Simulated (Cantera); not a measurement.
A closed system holds: 1 mol HMDSO, 1.3 mol H2O, 3.8 mol H2, 26 mol N2O, held at 1.00 bar.

Cantera equilibrium calculation (NASA polynomials, part measured and part estimated; ideal gas, pure solids and liquids). Candidate condensed phases: C, C6H6, C7H8, C8H18, H2O, Si, SiC, SiO2, Si2N2O, Si3N4; 151 gas species. The feed counts by its element totals alone. The numbers say what is thermodynamically allowed, not how fast it happens. All values below are at 873 K.

Base state: N2 0.564, H2O 0.273, CO2 0.124, H2 0.0333, CO 0.00570 (mole fractions); condensed: SiO2(β-quartz).

Task: What changes in the equilibrium state with this change: H2 from 3.8 to 50 mol?

Result: 
| species | before | after |
|---|---|---|
| H2 | 0.0333 | 0.442 |
| N2 | 0.564 | 0.292 |
| H2O | 0.273 | 0.198 |
| CO2 | 0.124 | 0.0266 |
| CH4 | 1.48e-6 | 0.0186 |
| CO | 0.00570 | 0.0223 |
| NH3 | 6.93e-6 | 0.000241 |
| SiO2(β-quartz), mol | 2.00 | 2.00 |
